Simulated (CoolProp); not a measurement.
Vapour pressure (kPa) of sulfur dioxide: the reference equation beside estimates from Tc = 157.5 °C, pc = 7887 kPa, ω = 0.256. Clausius-Clapeyron is anchored at -27.75 °C with a constant enthalpy of vaporisation of 25.94 kJ/mol.

Values from CoolProp's reference Helmholtz-energy equation of state, Gao 2016.

| T (°C) | reference | Lee-Kesler | Clausius-Clapeyron | van der Waals | Redlich-Kwong | Soave-Redlich-Kwong |
|---|---|---|---|---|---|---|
| -60.15 | 5.697 | 5.461 | 6.199 | 203.6 | 15.31 | 5.615 |
| -43.95 | 17.00 | 16.41 | 17.45 | 330.7 | 40.66 | 16.76 |
| -27.75 | 42.86 | 41.76 | 42.86 | 505.4 | 91.99 | 42.33 |
| -11.55 | 94.56 | 93.00 | 94.18 | 735.5 | 183.7 | 93.68 |
| 4.65 | 187.4 | 185.9 | 188.8 | 1028 | 332.4 | 186.3 |
| 20.85 | 340.6 | 339.9 | 350.5 | 1390 | 556.3 | 339.8 |
| 37.05 | 576.5 | 577.6 | 610.0 | 1827 | 874.0 | 577.3 |
| 53.25 | 920.4 | 923.8 | 1005 | 2344 | 1304 | 924.9 |
| 69.45 | 1400 | 1405 | 1579 | 2946 | 1864 | 1411 |
| 85.65 | 2045 | 2050 | 2382 | 3639 | 2572 | 2067 |
| 101.85 | 2888 | 2891 | 3468 | 4425 | 3443 | 2925 |

Absolute difference from the reference over all 11 rows, mean and median: Lee-Kesler 1.3 and 0.4 %, Clausius-Clapeyron 7.3 and 5.8 %, van der Waals 767.8 and 308.1 %, Redlich-Kwong 75.4 and 63.3 %, Soave-Redlich-Kwong 0.9 and 0.9 %.
